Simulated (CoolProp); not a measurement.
The numbers come from the reference Helmholtz-energy equation of state, Schroeder 2014 in CoolProp.

**Question.** For ethanol, give the phase and the cp (kJ/(kg K)), viscosity (µPa s) at 346.85 °C and 188 bar.

**Answer.** 
- 346.85 °C and 188 bar: supercritical; cp 4.77, viscosity 40.5

Viscosity comes from a separate model (Kiselev 2005).
